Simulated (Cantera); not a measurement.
A Cantera script and its output.

```python
import numpy as np
import cantera as ct

gas = ct.Solution("gri30.yaml")
gas.TPX = 525, 20000, {'CH4': 1, 'O2': 2.7, 'N2': 10.8}
flame = ct.FreeFlame(gas, width=0.12)
flame.set_refine_criteria(ratio=3, slope=0.08, curve=0.16)
flame.transport_model = "mixture-averaged"
flame.solve(loglevel=0, auto=True)
flame.transport_model = "multicomponent"
flame.soret_enabled = False
flame.solve(loglevel=0, refine_grid=True)
z, T = flame.grid, flame.T
thick = (T[-1] - T[0]) / np.gradient(T, z).max()
show = ['CH4', 'O2', 'CH2', 'HCN', 'C2H2', 'HCO']
print(f"laminar burning velocity  {flame.velocity[0] * 100:.3f} cm/s")
print(f"burnt temperature         {T[-1]:.1f} K")
print(f"thermal thickness         {thick * 1e3:.4f} mm")
print(f"grid points               {len(z)}")
z0 = z[flame.heat_release_rate.argmax()]
print(f"{'z/mm':>9s}{'T/K':>9s}{'u/(m/s)':>9s}" + "".join(f"{s:>11s}" for s in show))
rows = []
for k in (-3, -2, -1.5, -1, -0.5, -0.25, 0, 0.25, 0.5, 1, 2, 4, 8):
    zz = z0 + k * thick
    rows.append([k * thick, np.interp(zz, z, T), np.interp(zz, z, flame.velocity),
                 *(np.interp(zz, z, flame.X[gas.species_index(s)]) for s in show)])
    print(f"{rows[-1][0] * 1e3:9.3f}{rows[-1][1]:9.1f}{rows[-1][2]:9.3f}" + "".join(f"{x:11.3e}" for x in rows[-1][3:]))
```

It prints:

```
laminar burning velocity  101.888 cm/s
burnt temperature         2005.3 K
thermal thickness         1.7204 mm
grid points               140
     z/mm      T/K  u/(m/s)        CH4         O2        CH2        HCN       C2H2        HCO
   -5.161    525.0    1.019  6.893e-02  1.861e-01  2.293e-17  6.899e-13  3.993e-11  2.302e-17
   -3.441    525.7    1.022  6.883e-02  1.859e-01  1.361e-14  2.173e-11  9.213e-10  7.964e-15
   -2.581    529.4    1.030  6.855e-02  1.854e-01  3.478e-12  1.990e-10  7.995e-09  2.271e-12
   -1.720    562.6    1.099  6.662e-02  1.829e-01  1.840e-09  3.235e-09  1.234e-07  1.010e-09
   -0.860    837.2    1.651  5.100e-02  1.620e-01  2.707e-07  6.231e-08  2.374e-06  3.333e-07
   -0.430   1165.5    2.318  2.974e-02  1.314e-01  5.873e-06  1.924e-07  8.035e-06  8.470e-06
    0.000   1494.2    2.990  8.079e-03  9.322e-02  2.233e-05  4.149e-07  1.436e-05  4.259e-05
    0.430   1629.6    3.264  7.939e-04  7.024e-02  4.940e-06  3.480e-07  2.292e-06  1.486e-05
    0.860   1664.1    3.325  4.595e-05  6.185e-02  3.200e-07  1.426e-07  6.763e-08  1.188e-06
    1.720   1700.2    3.381  1.347e-07  5.678e-02  1.076e-09  1.624e-08  3.544e-11  1.331e-08
    3.441   1747.7    3.460  2.811e-11  5.408e-02  2.727e-13  3.896e-10  1.038e-15  5.334e-09
    6.882   1807.9    3.565 -2.185e-16  5.243e-02 -6.406e-17  5.478e-13 -3.216e-16  2.900e-09
   13.763   1873.6    3.679  8.174e-17  5.097e-02  2.881e-17  3.693e-14  1.655e-16  1.244e-09
```

Computed with Cantera and GRI-Mech 3.0 (53 species, 325 reactions). Burning velocities carry a grid error of a few per cent, more on coarse grids.
